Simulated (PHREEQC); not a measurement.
Solution (55 °C): 0.04 mol/kgw H2SO4 and 0.38 mol/kgw NiCl2. Closed to the air; pH follows from the charge balance.

Model: ion-association model, wateq4f.dat, run in PHREEQC.

```yaml
pH: 1.33
ionic_strength: 0.822 mol/kgw
activity_of_water: 0.983
total_alkalinity: -80.0 meq/kg
```

| species | molality | activity | log γ |
|---|---|---|---|
| Cl- | 0.560 | 0.333 | -0.226 |
| Ni+2 | 0.224 | 0.0717 | -0.495 |
| NiCl+ | 0.0798 | 0.0600 | -0.124 |
| H+ | 0.0633 | 0.0468 | -0.132 |
| NiCl2 | 0.0601 | 0.0726 | 0.082 |
| HSO4- | 0.0167 | 0.0103 | -0.207 |
| NiSO4 | 0.0161 | 0.0195 | 0.082 |
| SO4-2 | 0.00717 | 0.00110 | -0.813 |
| Ni(SO4)2-2 | 2.85e-6 | 9.14e-7 | -0.495 |

Precipitation was switched off in this run. Ionic strength above about 0.7 mol/kgw puts this run outside the model's range. Away from 25 °C the constants follow the database's enthalpies or fits; those with neither stay at their 25 °C values.
